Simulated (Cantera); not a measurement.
A perfectly stirred reactor is fed with NO : N₂ = 1 : 4.4 (molar parts), at 13300 Pa; it is held at 1448 K, and followed from long to short residence time.

Detailed kinetics in Cantera: GRI-Mech 3.0 (53 species, 325 reactions).

Q: What does this change do: temperature 1448 to 1650 K?

A: 
| quantity | before | after |
|---|---|---|
| x(NO) at τ = 23.0 s | 0.184 | 0.174 |
| x(O) at τ = 23.0 s | 2.07e-7 | 6.19e-6 |
| x(O₂) at τ = 23.0 s | 0.000460 | 0.00554 |
| x(NO₂) at τ = 23.0 s | 3.13e-5 | 3.95e-5 |
| x(N₂O) at τ = 23.0 s | 1.02e-5 | 1.09e-5 |
| x(NO) at τ = 77.0 ms | 0.185 | 0.185 |
| x(O) at τ = 77.0 ms | 3.74e-8 | 2.12e-6 |
| x(O₂) at τ = 77.0 ms | 2.64e-8 | 8.74e-6 |
| x(NO₂) at τ = 77.0 ms | 1.74e-6 | 1.20e-5 |
| x(N₂O) at τ = 77.0 ms | 1.40e-6 | 7.51e-6 |
